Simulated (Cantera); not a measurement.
Feed: 1 mol CH3SiCl3, 0.68 mol C3H8, 20 mol H2, held at 100 Torr.

Method: chemical equilibrium by Gibbs-energy minimisation in Cantera with the NASA 1993 tables (ideal gas, pure condensed phases). Candidate condensed phases: C, C6H6, C7H8, C8H18, Si, SiC; 109 gas species. The feed counts by its element totals alone. The tables' values for SiCl, SiCl3 are old estimates; treat these amounts as uncertain. Gases not in the tables: Si2H6 and higher silanes. The numbers say what is thermodynamically allowed, not how fast it happens.

x: gas mole fraction; n: condensed amount in mol.

| T (K) | x H2 | x HCl | x H | x SiCl2 | x C2H2 (acetylene) | n C(graphite) | n SiC(s) |
|---|---|---|---|---|---|---|---|
| 1273 | 0.883 | 0.115 | 1.84e-6 | 9.95e-5 | [?] | 2.03 | 0.987 |
| 1348 | 0.883 | 0.116 | 5.96e-6 | 0.000160 | [?] | 2.03 | 0.991 |
| 1423 | 0.883 | 0.116 | 1.71e-5 | 0.000243 | [?] | 2.04 | 0.991 |
| 1498 | 0.884 | 0.116 | 4.42e-5 | 0.000352 | [?] | 2.04 | 0.989 |
| 1573 | 0.884 | 0.116 | 0.000105 | 0.000489 | [?] | 2.05 | 0.986 |
| 1648 | 0.884 | 0.115 | 0.000229 | 0.000658 | [?] | 2.05 | 0.982 |
| 1723 | 0.884 | 0.115 | 0.000469 | 0.000859 | [?] | 2.06 | 0.977 |
| 1798 | 0.883 | 0.114 | 0.000906 | 0.00109 | [?] | 2.06 | 0.971 |
| 1873 | 0.883 | 0.114 | 0.00166 | 0.00136 | [?] | 2.06 | 0.964 |
| 1948 | 0.882 | 0.113 | 0.00291 | 0.00165 | [?] | 2.06 | 0.956 |
| 2023 | 0.880 | 0.112 | 0.00488 | 0.00198 | [?] | 2.05 | 0.947 |
| 2098 | 0.877 | 0.111 | 0.00789 | 0.00232 | [?] | 2.04 | 0.935 |
| 2173 | 0.872 | 0.109 | 0.0123 | 0.00267 | [?] | 2.02 | 0.919 |
| 2248 | 0.865 | 0.107 | 0.0187 | 0.00303 | [?] | 1.99 | 0.894 |

What belongs in the gaps?


- 1273, x C2H2 (acetylene): 3.28e-7
- 1348, x C2H2 (acetylene): 1.06e-6
- 1423, x C2H2 (acetylene): 3.03e-6
- 1498, x C2H2 (acetylene): 7.79e-6
- 1573, x C2H2 (acetylene): 1.82e-5
- 1648, x C2H2 (acetylene): 3.95e-5
- 1723, x C2H2 (acetylene): 8.00e-5
- 1798, x C2H2 (acetylene): 0.000152
- 1873, x C2H2 (acetylene): 0.000276
- 1948, x C2H2 (acetylene): 0.000475
- 2023, x C2H2 (acetylene): 0.000786
- 2098, x C2H2 (acetylene): 0.00125
- 2173, x C2H2 (acetylene): 0.00192
- 2248, x C2H2 (acetylene): 0.00287
